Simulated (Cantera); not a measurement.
## Dilute partial oxidation

A perfectly stirred reactor is fed with 0.602 % CH4, 0.662 % O2, 98.7 % N2, equivalence ratio 1.8, at 6.02 atm; it is held at 1300 K, and followed from long to short residence time.

Model: GRI-Mech 3.0 (53 species, 325 reactions), integrated in Cantera.

```tsv
τ (s)	x CH4	x O2	x H2	x H2O2	x N2O
8.6	0.00144	0.000259	0.00212	1.83e-10	3.21e-9
1.7	0.00149	0.000604	0.00210	6.54e-10	1.10e-8
0.34	0.00177	0.00140	0.00205	2.41e-9	2.80e-8
0.067	0.00556	0.00633	0.000186	1.90e-9	4.77e-9
0.013	0.00601	0.00661	3.90e-6	3.26e-10	2.35e-10
0.0027	0.00602	0.00661	3.61e-7	1.84e-10	2.98e-11
0.00053	0.00602	0.00662	3.54e-8	1.21e-10	3.47e-12
```
x: mole fraction; the columns are a selection and need not sum to one.
